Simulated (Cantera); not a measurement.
Standard-state values (1 bar) from the NASA 1993 polynomials, evaluated with Cantera. Values are per mole of reaction as written; species without (g) are pure solids or liquids, kept so even where they would boil at 1 bar.

Task: Between 300 and 2923 K, where is each reaction favourable under standard conditions?
- 2 OH(g) + V → H₂(g) + VO₂(g)

Result: 
- 2 OH(g) + V → H₂(g) + VO₂(g): ΔG° is -311 kJ at 300 K and -268 kJ at 2923 K; it stays negative (K > 1). ΔH° is -372 kJ and ΔS° -35 J/K at 2923 K.
